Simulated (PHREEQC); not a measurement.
Solution (21 °C): 0.033 mol CsOH and 0.29 mol K3PO4 per kg of water. Closed to the air; pH follows from the charge balance.

Equilibrium calculation in PHREEQC: ion-association model, wateq4f.dat.

### Question
The ionic strength comes out as 1.73 mol/kgw. What activity coefficients do HPO4-2, Cs+, KHPO4-, OH-, K+ get?

### Answer
HPO4-2 0.14, Cs+ 0.94, KHPO4- 0.63, OH- 0.54, K+ 0.58.

This is a speciation only: nothing precipitates in the calculation. Ionic strength above about 0.7 mol/kgw puts this run outside the model's range. Species that the database lacks are ignored. H3PO4, which wateq4f.dat lacks, is added to it with the constant of phreeqc.dat.
